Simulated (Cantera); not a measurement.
Input: 1 mol CuO, 3 mol CO, equilibrated at 900 K and 32.0 Pa.

Method: chemical equilibrium by Gibbs-energy minimisation in Cantera with the NASA 1993 tables (ideal gas, pure condensed phases). Candidate condensed phases: C, Cu, CuO, Cu₂O; 15 gas species. Rates play no part.

Q: What is the equilibrium state?

A: 
```
Item                                        Value
--------------------------------------  ---------
x(CO)                                       0.667
x(CO₂)                                      0.333
n(Cu(s))                                 1.00 mol
gas amount                              3.000 mol
log10 activity of C(graphite) (absent)      -2.62
```
